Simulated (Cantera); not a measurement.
## Hydrocarbon pyrolysis for carbon deposition

An isothermal, constant-pressure homogeneous reactor starts with C2H6 : H2 = 1 : 85 (molar parts), at 1075 K and 0.330 bar.

Cantera simulation using GRI-Mech 3.0 (53 species, 325 reactions); the numbers are that mechanism's predictions, not measurements. GRI-Mech 3.0 stops at C3 and has no aromatics, soot or wall deposition, so with more carbon than oxygen in the feed, carbon stays in small species such as C2H2 where larger ones or solid carbon would form.

```csv
t (s),x C2H6,x H2,x CH2,x C2H4,x CH4,x C2H2
0.000300,0.0116,0.988,<1e-12,1.69e-7,1.08e-7,<1e-12
0.000590,0.0116,0.988,<1e-12,7.03e-7,2.20e-7,<1e-12
0.00116,0.0116,0.988,<1e-12,2.82e-6,4.58e-7,2.63e-12
0.00228,0.0116,0.988,<1e-12,1.10e-5,1.06e-6,3.80e-11
0.00448,0.0116,0.988,<1e-12,4.17e-5,3.15e-6,5.37e-10
0.00881,0.0115,0.988,<1e-12,0.000148,1.25e-5,6.76e-9
0.0173,0.0111,0.988,<1e-12,0.000448,4.81e-5,6.37e-8
0.0341,0.0105,0.988,<1e-12,0.00109,0.000135,3.96e-7
0.0669,0.00924,0.988,<1e-12,0.00221,0.000297,1.79e-6
0.132,0.00739,0.988,<1e-12,0.00390,0.000563,6.66e-6
0.259,0.00514,0.988,<1e-12,0.00592,0.000949,2.06e-5
0.509,0.00324,0.988,<1e-12,0.00753,0.00144,5.15e-5
1.00,0.00230,0.987,<1e-12,0.00811,0.00205,0.000102
```
x: mole fraction; the columns are a selection and need not sum to one.

Equilibrium at this temperature and pressure: C2H6 1.81e-7, H2 0.977, CH2 <1e-12, C2H4 6.95e-7, CH4 0.0233, C2H2 2.02e-8 (gas phase only).
